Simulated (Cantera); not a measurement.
Charge: 1 mol (CH3)2SiCl2, 0.019 mol C2H4, 520 mol H2, held at 0.100 bar.

Cantera equilibrium calculation (NASA polynomials, part measured and part estimated; ideal gas, pure solids and liquids). Candidate condensed phases: C, C6H6, C7H8, C8H18, Si, SiC; 109 gas species. The feed counts by its element totals alone. Gases not in the tables: Si2H6 and higher silanes. Rates play no part.

Question: Which condensed phases are stable at each of these points (T (K)): 1273, 1348, 1423, 1498, 1573, 1648, 1723, 1798, 1873, 1948, 2023, 2098, 2173, 2248?

Answer: 
| T (K) | condensed phases | Si condensed (%) |
|---|---|---|
| 1273 | C(graphite) + SiC(s) | 100.0 |
| 1348 | C(graphite) + SiC(s) | 100.0 |
| 1423 | C(graphite) + SiC(s) | 100.0 |
| 1498 | C(graphite) + SiC(s) | 100.0 |
| 1573 | C(graphite) + SiC(s) | 100.0 |
| 1648 | C(graphite) + SiC(s) | 100.0 |
| 1723 | C(graphite) + SiC(s) | 99.9 |
| 1798 | C(graphite) + SiC(s) | 99.8 |
| 1873 | C(graphite) + SiC(s) | 99.6 |
| 1948 | C(graphite) + SiC(s) | 99.0 |
| 2023 | C(graphite) + SiC(s) | 97.1 |
| 2098 | SiC(s) | 90.8 |
| 2173 | SiC(s) | 71.9 |
| 2248 | SiC(s) | 23.6 |

From 1273 K to 2023 K the condensed part is C(graphite) + SiC(s). From 2098 K to 2248 K the condensed part is SiC(s).
